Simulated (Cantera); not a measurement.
**Oxide etching and cleaning by halides: CaO + F2 + H2**

Input: 1 mol CaO, 1.4 mol F2, 13 mol H2, at 650 K and 10.0 Torr.

Cantera equilibrium calculation (NASA polynomials, part measured and part estimated; ideal gas, pure solids and liquids). Candidate condensed phases: Ca, CaF2, CaO, Ca(OH)2, H2O; 29 gas species. Equilibrium is a limit: real reactors are often held back by kinetics, nucleation or transport.

| Property | Result |
|---|---|
| x(H2) | 0.866 |
| x(H2O) | 0.0746 |
| x(HF) | 0.0597 |
| n(CaF2(s)) | 1.00 mol |
| gas amount | 13.40 mol |
| log10 activity of Ca(OH)2(s) (absent) | -14.77 |
| log10 activity of Ca(s) (absent) | -40.69 |
